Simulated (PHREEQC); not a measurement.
A solution holds 0.011 mol/kgw KOH, 0.00012 mol/kgw H4SiO4 and 0.01 mol/kgw K3PO4, at 25 °C. Closed to the air; pH follows from the charge balance.

All values are PHREEQC results (ion-association model, phreeqc.dat), not measurements.

Task: The ionic strength comes out as 0.0631 mol/kgw. What activity coefficients do H3SiO4-, H2SiO4-2, PO4-3, KHPO4-, OH- get?

Result: H3SiO4- 0.80, H2SiO4-2 0.44, PO4-3 0.14, KHPO4- 0.81, OH- 0.80.

Precipitation was switched off in this run. Complexes and solids missing from the database can't appear.
